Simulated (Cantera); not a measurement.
## Reactions in the system H-N-O-P

Source: NASA polynomial tables (part measured, part estimated), evaluated in Cantera. Values are per mole of reaction as written; species without (g) are pure solids or liquids, kept so even where they would boil at 1 bar.

10 NO(g) + P₄O₁₀ = 10 NO₂(g) + P₄(g)

```
T (K)  ΔH° (kJ)  ΔS° (J/K)  ΔG° (kJ)  log10 K
-----  --------  ---------  --------  -------
350      2494.3      333.6    2377.6  -354.82
400      2490.3      323.0    2361.2  -308.33
450      2486.1      313.0    2345.2  -272.23
500      2481.6      303.6    2329.8  -243.39
550      2476.8      294.5    2314.9  -219.85
600      2471.7      285.6    2300.4  -200.26
```

4 PH₃(g) + 10 O(g) = 6 H₂(g) + P₄O₁₀

| T (K) | ΔH° (kJ) | ΔS° (J/K) | ΔG° (kJ) | log10 K |
|---|---|---|---|---|
| 350 | -5522.0 | -1434.5 | -5019.9 | 749.17 |
| 400 | -5519.7 | -1428.3 | -4948.4 | 646.18 |
| 450 | -5516.7 | -1421.2 | -4877.1 | 566.11 |
| 500 | -5513.1 | -1413.6 | -4806.2 | 502.09 |
| 550 | -5508.9 | -1405.7 | -4735.8 | 449.75 |
| 600 | -5504.3 | -1397.7 | -4665.7 | 406.17 |
